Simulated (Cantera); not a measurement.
Feed: 1 mol Fe, 4.9 mol CO, 150 mol H₂, 0.7 mol CO₂, at 1 atm.

Cantera equilibrium calculation (NASA polynomials, part measured and part estimated; ideal gas, pure solids and liquids). Candidate condensed phases: C, C₆H₆, C₇H₈, C₈H₁₈, Fe, Fe(CO)₅, FeO, Fe(OH)₂, Fe(OH)₃, Fe₂O₃, Fe₃O₄, H₂O; 114 gas species. Kinetics and transport are ignored.

Problem. At 973 K, list the 5 most abundant gas species with their mole fractions, and the condensed phases.

Solution. H₂ 0.932, H₂O 0.0298, CH₄ 0.0257, CO 0.0115, CO₂ 0.000596. Condensed: Fe(α).
